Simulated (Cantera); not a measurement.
Charge: 1 mol toluene, 0.88 mol H2O, 0.11 mol NH3, equilibrated at 1252 °C and 31.0 mbar.

Equilibrium computed with Cantera from the NASA thermochemical tables; the gas is ideal and each condensed phase is pure. Candidate condensed phases: C, C6H6, C7H8, C8H18, H2O; 136 gas species. Equilibrium is a limit: real reactors are often held back by kinetics, nucleation or transport.

Base state: H2 0.843, CO 0.147, N2 0.00914, H 0.000123, HCN 0.000110, CH4 5.03e-5, C2H2 (acetylene) 1.02e-5 (mole fractions); condensed: C(graphite).

Q: What changes in the equilibrium state with this change: temperature from 1252 °C to 477 °C?

A: 
| species | before | after |
|---|---|---|
| H2 | 0.843 | 0.782 |
| H2O | 5.53e-6 | 0.0839 |
| CH4 | 5.03e-5 | 0.0605 |
| CO | 0.147 | 0.0381 |
| CO2 | 3.59e-7 | 0.0250 |
| N2 | 0.00914 | 0.0108 |
| H | 0.000123 | <1e-9 |
| HCN | 0.000110 | 2.25e-9 |
| C(graphite), mol | 6.12 | 6.37 |
